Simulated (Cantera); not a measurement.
Charge: 1 mol Ta, 2.2 mol CH4, equilibrated at 0.470 bar.

These are equilibrium values from Cantera (NASA tables, ideal gas, pure condensed phases), not measurements of a reactor. Candidate condensed phases: C, C6H6, C7H8, C8H18, Ta, TaC; 77 gas species. TaC: taken at fixed stoichiometry. Condensed phases not in the tables: Ta2C. Kinetics and transport are ignored.

x: gas mole fraction; n: condensed amount in mol.

```json
[
 {"T (°C)": "1050", "x H2": "0.997", "x H": "2.31e-6", "x C2H2 (acetylene)": "8.23e-7", "x CH4": "0.00317", "n C(graphite)": "1.19", "n TaC(s)": "1.00"},
 {"T (°C)": "1200", "x H2": "0.999", "x H": "1.84e-5", "x C2H2 (acetylene)": "6.50e-6", "x CH4": "0.00138", "n C(graphite)": "1.19", "n TaC(s)": "1.00"},
 {"T (°C)": "1350", "x H2": "0.999", "x H": "0.000101", "x C2H2 (acetylene)": "3.48e-5", "x CH4": "0.000696", "n C(graphite)": "1.20", "n TaC(s)": "1.00"},
 {"T (°C)": "1500", "x H2": "0.999", "x H": "___", "x C2H2 (acetylene)": "___", "x CH4": "___", "n C(graphite)": "1.20", "n TaC(s)": "1.00"},
 {"T (°C)": "1650", "x H2": "0.998", "x H": "0.00137", "x C2H2 (acetylene)": "0.000450", "x CH4": "0.000246", "n C(graphite)": "1.19", "n TaC(s)": "1.00"},
 {"T (°C)": "1800", "x H2": "0.995", "x H": "0.00383", "x C2H2 (acetylene)": "0.00122", "x CH4": "0.000164", "n C(graphite)": "1.19", "n TaC(s)": "1.00"},
 {"T (°C)": "1950", "x H2": "0.988", "x H": "___", "x C2H2 (acetylene)": "___", "x CH4": "___", "n C(graphite)": "1.17", "n TaC(s)": "1.00"},
 {"T (°C)": "2100", "x H2": "0.974", "x H": "0.0201", "x C2H2 (acetylene)": "0.00599", "x CH4": "8.31e-5", "n C(graphite)": "1.15", "n TaC(s)": "1.00"},
 {"T (°C)": "2250", "x H2": "0.949", "x H": "0.0395", "x C2H2 (acetylene)": "0.0113", "x CH4": "6.12e-5", "n C(graphite)": "1.10", "n TaC(s)": "1.00"},
 {"T (°C)": "2400", "x H2": "0.909", "x H": "0.0713", "x C2H2 (acetylene)": "0.0194", "x CH4": "4.49e-5", "n C(graphite)": "1.02", "n TaC(s)": "1.00"}
]
```

Question: What belongs in the gaps?

Answer: 
- 1950, x H: 0.00929
- 1950, x C2H2 (acetylene): 0.00287
- 1950, x CH4: 0.000115
- 1500, x H: 0.000415
- 1500, x C2H2 (acetylene): 0.000140
- 1500, x CH4: 0.000395
